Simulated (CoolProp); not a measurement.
Octamethyltrisiloxane (MDM) along the isotherm 575 K: Z from the reference equation and from simpler models built on Tc = 565.4 K, pc = 14.38 bar, ω = 0.528; each cubic takes its own stable root.

Model: reference Helmholtz-energy equation of state, Thol 2017, in CoolProp.

```tsv
p (bar)	phase	reference	van der Waals	Redlich-Kwong	Soave-Redlich-Kwong	Peng-Robinson
0.0682	gas	0.9985	0.9986	0.9985	0.9985	0.9983
0.103	gas	0.9978	0.9980	0.9977	0.9977	0.9974
0.155	gas	0.9966	0.9969	0.9965	0.9966	0.9961
0.234	gas	0.9949	0.9953	0.9947	0.9948	0.9942
0.353	gas	0.9923	0.9930	0.9920	0.9921	0.9912
0.533	gas	0.9883	0.9893	0.9879	0.9881	0.9867
0.804	gas	0.9823	0.9839	0.9816	0.9820	0.9798
1.21	gas	0.9732	0.9755	0.9722	0.9727	0.9695
1.83	gas	0.9590	0.9626	0.9576	0.9583	0.9536
2.76	gas	0.9370	0.9426	0.9351	0.9363	0.9292
4.16	gas	0.9023	0.9111	0.8999	0.9018	0.8912
6.28	gas	0.8452	0.8593	0.8428	0.8459	0.8304
9.47	gas	0.7448	0.7680	0.7443	0.7505	0.7282
14.3	gas	0.5193	0.5443	0.5218	0.5456	0.5167
21.6	supercritical	0.2610	0.3562	0.3029	0.3135	0.2850
```
